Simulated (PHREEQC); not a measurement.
Solution A (28 mmol/kgw HF and 52 mmol/kgw NH4F) is mixed with solution B (0.0019 mol H2SeO4, 0.00028 mol NaHCO3 and 0.18 mol CaCl2 per kg of water) at 20 °C; shares are by mass of water, 1 kg in all. Oxygen is held at 0.21 atm. The system is closed to CO2. Solids allowed: Calcite, Fluorite, Portlandite, Halite, Nahcolite, Natron. Others were left out.

The series has 11 steps of share of solution B, from 0 to 1.

All values are PHREEQC results (ion-association model, wateq4f.dat), not measurements.

Which solids form, in which order, and at which step of the series does each first stand?

Fluorite from share of solution B = 0.1 (pH 2.80), last present at share of solution B = 0.9.

Between which two steps does the pH jump most, and from what to what?

Between share of solution B = 0.1 and 0.2: from 2.80 to 1.76.

wateq4f.dat counts part of the HF as a dimer, H2F2, which phreeqc.dat doesn't know; its constant is uncertain.
